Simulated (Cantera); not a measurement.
Charge: 1 mol SiH₄, 0.023 mol HCl, 1800 mol H₂, equilibrated at 16.0 mbar.

Cantera equilibrium calculation (NASA polynomials, part measured and part estimated; ideal gas, pure solids and liquids). Candidate condensed phases: Si; 19 gas species. Kinetics and transport are ignored. All values below are at 1852 °C.

Base state: H₂ 0.971, H 0.0283, Si 0.000504, SiH 3.24e-5, HCl 1.23e-5 (mole fractions); condensed: gas only.

### Question
What changes in the equilibrium state with this change: pressure from 16.0 mbar to 2.90 mbar?

### Answer
```json
[
 {"species": "H₂", "before": "0.971", "after": "0.934"},
 {"species": "H", "before": "0.0283", "after": "0.0652"},
 {"species": "Si", "before": "0.000504", "after": "0.000521"},
 {"species": "SiH", "before": "3.24e-5", "after": "1.40e-5"},
 {"species": "HCl", "before": "1.23e-5", "after": "1.17e-5"}
]
```
